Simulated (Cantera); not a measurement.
What does this Cantera script print?

```python
import numpy as np
import cantera as ct

gas_names = [...]  # 148 gases of nasa_gas.yaml made of Al, C, H, N, O
cond_names = """
    AL(cr) AL(L) ALN(s) AL2O3(a) AL2O3(L) C(gr) C6H6(L) C7H8(L) C8H18(L),n-octa H2O(s) H2O(L)
""".split()


# ... load() reads the species with a 1 bar reference pressure and builds the phases ...
atoms = {
    'Al(CH3)3': {'AL': 1, 'C': 3, 'H': 9},
    'N2O': {'N': 2, 'O': 1},
    'H2': {'H': 2},
    'NH3': {'N': 1, 'H': 3},
}
top_T = {'ALN(s)': 2750, 'C(gr)': 4500}  # K; cautious upper limits of use, not melting points


# ... equilibrate(T, P, feed) seeds the gas with the atoms and calls Mixture.equilibrate('TP', solver="vcs", rtol=1e-11, max_steps=5000) ...
results = []
feed = {'Al(CH3)3': 1, 'N2O': 2.2, 'H2': 1.4, 'NH3': 420}  # mol
P = 1000  # Pa
for T in [898, 998, 1098, 1198, 1298, 1398, 1498, 1598, 1698]:
    mix = equilibrate(T, P, feed)
    results.append((T, P, feed, dict(zip(mix.species_names, mix.species_moles))))

top = {s: max(r[3][s] / sum(r[3][g] for g in gas_names) for r in results) for s in gas_names}
cols = sorted((s for s in top if top[s] > 0.0001), key=lambda s: -top[s])[:5]
seen = [c for c in cond_names if any(r[3].get(c, 0) > 1e-12 for r in results)]
print("log10 of partial pressures in bar; condensed amounts in mol")
print(f"{'T/K':>10s}" + "".join(f"{s[:9]:>10s}" for s in cols + seen))
for T, P, feed, n in results:
    ng = sum(n[g] for g in gas_names)
    print(f"{T:10.4g}" + "".join(f"{np.log10(max(n[s] / ng * P / 1e5, 1e-99)):10.3f}" for s in cols)
          + "".join(f"{n.get(c, 0):10.4g}" for c in seen))
```

Result:

```
log10 of partial pressures in bar; condensed amounts in mol
       T/K        H2        N2        CO       CH4         H    ALN(s)  AL2O3(a)     C(gr)
       898    -2.127    -2.601    -5.091    -4.748   -11.024         0       0.5    0.7984
       998    -2.126    -2.602    -5.085    -5.262    -9.730         0       0.5     1.837
      1098    -2.126    -2.602    -5.084    -5.688    -8.670         0       0.5     2.119
      1198    -2.126    -2.603    -4.728    -6.046    -7.784    0.5918    0.2041     1.309
      1298    -2.126    -2.604    -4.587    -6.351    -7.033         1         0    0.6864
      1398    -2.126    -2.604    -4.587    -6.612    -6.388         1         0    0.5949
      1498    -2.126    -2.604    -4.587    -6.838    -5.828    0.9999         0    0.3878
      1598    -2.126    -2.604    -4.587    -7.036    -5.337    0.9974         0   0.00026
      1698    -2.127    -2.605    -4.587    -7.461    -4.903    0.9576         0         0
```

These are equilibrium values from Cantera (NASA tables, ideal gas, pure condensed phases), not measurements of a reactor. The feed counts by its element totals alone. Mutual solubility and eutectic melting of coexisting phases are not modelled.
